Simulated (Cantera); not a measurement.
# C₂H₅OH + NH₃ + H₂ + H₂O (carbon deposition, reforming and gasification)

Feed: 1 mol C₂H₅OH, 0.12 mol NH₃, a varied amount of H₂, 0.091 mol H₂O, at 6.40 bar.

Equilibrium computed with Cantera from the NASA thermochemical tables; the gas is ideal and each condensed phase is pure. Candidate condensed phases: C, C₆H₆, C₇H₈, C₈H₁₈, H₂O; 136 gas species. Rates play no part.

### Question
Map the stable condensed phases over T = 850, 875, 900, 925, 950, 975, 1000, 1025, 1050 °C and n(H₂) in mol = 0.36, 0.57, 0.88, 1.4, 2.1, 3.3, 5.1, 8, 12, 19, 30, 46.

### Answer
```
T in °C \ n(H₂) in mol
         0.36 0.57 0.88  1.4  2.1  3.3  5.1    8   12   19   30   46
   1050     A    A    A    A    A    A    A    A    A    A    B    B
   1025     A    A    A    A    A    A    A    A    A    A    B    B
   1000     A    A    A    A    A    A    A    A    A    B    B    B
    975     A    A    A    A    A    A    A    A    A    B    B    B
    950     A    A    A    A    A    A    A    A    A    B    B    B
    925     A    A    A    A    A    A    A    A    B    B    B    B
    900     A    A    A    A    A    A    A    A    B    B    B    B
    875     A    A    A    A    A    A    A    A    B    B    B    B
    850     A    A    A    A    A    A    A    B    B    B    B    B
```
A: C; B: gas only.
